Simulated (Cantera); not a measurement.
A perfectly stirred reactor is fed with H2 : O2 : N2 : H2O = 1 : 0.357 : 1.34 : 0.24 (molar parts), equivalence ratio 1.4, at 7500 Torr; it is adiabatic with a 750 K inlet, and is followed from long to short residence time, starting on the burning branch (τ in s: 0.031, 0.014, 0.006, 0.0026, 0.0012, 0.00051, 0.00022, 9.9e-05, 4.4e-05, 1.9e-05, 8.5e-06).

Model: the H2/O2 subset of GRI-Mech 3.0, which has no nitrogen chemistry, integrated in Cantera. The hydrogen kinetics of GRI-Mech 3.0 are dated; newer H2 mechanisms differ, most at raised pressure.

x: mole fraction; the columns are a selection and need not sum to one.

```tsv
τ (s)	T (K)	x H2	x O2	x H2O	x H	x HO2	x O	x H2O2
0.031	2459	0.110	3.64e-5	0.367	0.00228	6.08e-8	2.06e-5	4.21e-8
0.014	2458	0.110	4.75e-5	0.367	0.00235	7.09e-8	2.19e-5	4.60e-8
0.0060	2457	0.110	7.27e-5	0.367	0.00252	9.58e-8	2.50e-5	5.52e-8
0.0026	2453	0.110	0.000123	0.367	0.00285	1.55e-7	3.20e-5	7.52e-8
0.0012	2446	0.110	0.000208	0.366	0.00341	2.82e-7	4.60e-5	1.13e-7
0.00051	2434	0.110	(withheld)	0.365	(withheld)	(withheld)	(withheld)	(withheld)
0.00022	2414	0.110	0.000662	0.362	0.00616	1.44e-6	0.000146	3.42e-7
9.9e-5	2386	0.111	0.00113	0.359	0.00850	3.13e-6	0.000269	5.61e-7
4.4e-5	2346	0.111	0.00193	0.355	0.0118	6.56e-6	0.000496	8.70e-7
1.9e-5	2286	0.112	(withheld)	0.348	(withheld)	(withheld)	(withheld)	(withheld)
8.5e-6	2207	0.114	0.00550	0.339	0.0226	2.53e-5	0.00151	1.79e-6
```

Complete the blanks.


- 0.00051, x O2: 0.000374
- 0.00051, x H: 0.00449
- 0.00051, x HO2: 6.24e-7
- 0.00051, x O: 7.89e-5
- 0.00051, x H2O2: 1.95e-7
- 1.9e-5, x O2: 0.00332
- 1.9e-5, x H: 0.0166
- 1.9e-5, x HO2: 1.33e-5
- 1.9e-5, x O: 0.000903
- 1.9e-5, x H2O2: 1.28e-6
